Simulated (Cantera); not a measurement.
An adiabatic, constant-volume homogeneous reactor starts with 30.0 % CO, 4.51 % H2, 10.8 % O2, 46.6 % N2, 8.11 % CO2, equivalence ratio 1.6, at 1675 K and 1.00 bar.

Model: GRI-Mech 3.0 (53 species, 325 reactions), integrated in Cantera.

### Question
Predict: time of steepest temperature rise; temperature at 1.00 s; equilibrium temperature; x(CO) at 1.00 s; x(H2) at 1.00 s; x(O2) at 1.00 s; x(OH) at 1.00 s; x(H2O) at 1.00 s; x(HO2) at 1.00 s.

### Answer
```json
{
 "time_of_steepest_temperature_rise": "18.8 µs",
 "temperature at 1.00 s": "2827 K",
 "equilibrium_temperature": "2827 K",
 "x(CO) at 1.00 s": "0.197 (gas-phase equilibrium 0.197)",
 "x(H2) at 1.00 s": "0.00473 (gas-phase equilibrium 0.00473)",
 "x(O2) at 1.00 s": "0.0215 (gas-phase equilibrium 0.0215)",
 "x(OH) at 1.00 s": "0.0108 (gas-phase equilibrium 0.0108)",
 "x(H2O) at 1.00 s": "0.0358 (gas-phase equilibrium 0.0358)",
 "x(HO2) at 1.00 s": "3.67e-6 (gas-phase equilibrium 3.67e-6)"
}
```
